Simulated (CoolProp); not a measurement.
Saturation properties of toluene.

Values from CoolProp's reference Helmholtz-energy equation of state, Lemmon 2006. It is a short technical equation, of lower accuracy than the large ones.

```tsv
T (°C)	p (MPa)	surface tension (mN/m)	liquid viscosity (µPa s)	vapour viscosity (µPa s)
91.55	0.05706	20.0	288	8.40
96.25	0.06618	19.5	277	8.50
101.05	0.07664	19.0	267	8.60
105.75	0.08812	18.4	258	8.70
110.45	0.1009	17.9	249	8.80
115.15	0.1151	17.4	241	8.90
119.85	0.1308	16.9	233	9.00
124.55	0.1482	16.4	225	9.10
129.25	0.1673	15.8	218	9.20
134.05	0.1887	15.3	211	9.30
138.75	0.2117	14.8	204	9.40
143.45	0.2367	14.3	198	9.50
148.15	0.2640	13.8	192	9.60
152.85	0.2936	13.3	186	9.70
```

It boils at 110.6 °C under 1 atm.

Viscosity comes from a separate model (Avgeri 2015). Surface tension comes from a separate correlation (Mulero 2012).
